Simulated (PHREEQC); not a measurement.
Dissolve 0.00015 mol PbCl2 and 0.0017 mol NaCl per kg of water at 50 °C. Closed to the air; pH follows from the charge balance.

The numbers come from PHREEQC with the ion-association model, wateq4f.dat.

```tsv
quantity	before	after
pH	5.83	6.64
SI of Halite (NaCl)	-7.15	-7.21
```

What was changed between the two runs?
A) temperature from 50 to 80 °C
B) diluted 5-fold with water
C) PbCl2 left out
D) PbCl2 from 0.00015 to 3e-05 mol/kgw
E) NaCl from 0.0017 to 0.00255 mol/kgw

C, PbCl2 left out

No solid was allowed to form. Some of these states are supersaturated (in Pb(OH)2, for instance). At this temperature some constants are extrapolated from 25 °C, and those without enthalpy data are left unchanged.
